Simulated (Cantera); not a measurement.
Thermodynamics of aluminium nitride and oxide growth, feed AlCl₃ + N₂ + H₂

Feed: 1 mol AlCl₃, 31 mol N₂, 97 mol H₂, equilibrated at 0.830 bar.

Equilibrium computed with Cantera from the NASA thermochemical tables; the gas is ideal and each condensed phase is pure. Candidate condensed phases: Al, AlCl₃, AlN, NH₄Cl; 20 gas species. The tables' values for AlCl₂ are old estimates; treat these amounts as uncertain. Rates play no part.

```csv
T (K),log p H₂,log p N₂,log p HCl,log p AlCl,log p H,log p AlCl₂,log p AlCl₃,log p Cl,n AlN(s)
1400,-0.21,-0.71,-1.75,-5.33,-5.42,-4.87,-3.34,-7.04,0.926
1500,-0.21,-0.71,-1.75,-4.47,-4.86,-4.34,-3.32,-6.49,0.913
1600,-0.21,-0.71,-1.76,-3.72,-4.37,-3.89,-3.31,-6.02,0.875
1700,-0.21,-0.71,-1.78,-3.08,-3.94,-3.52,-3.36,-5.62,0.754
1800,-0.21,-0.70,-1.84,-2.55,-3.55,-3.27,-3.51,-5.30,0.427
1900,-0.21,-0.70,-1.92,-2.24,-3.21,-3.25,-3.88,-5.04,0
2000,-0.21,-0.70,-1.91,-2.23,-2.90,-3.41,-4.30,-4.72,0
2100,-0.21,-0.70,-1.91,-2.22,-2.61,-3.55,-4.69,-4.44,0
```
log p: log10 of the partial pressure in bar; n: condensed amount in mol.

From 1400 K to 1800 K the condensed part is AlN(s). From 1900 K to 2100 K nothing is condensed. The main Al-bearing gas is AlCl₃ at 1400 K and AlCl at 2100 K.
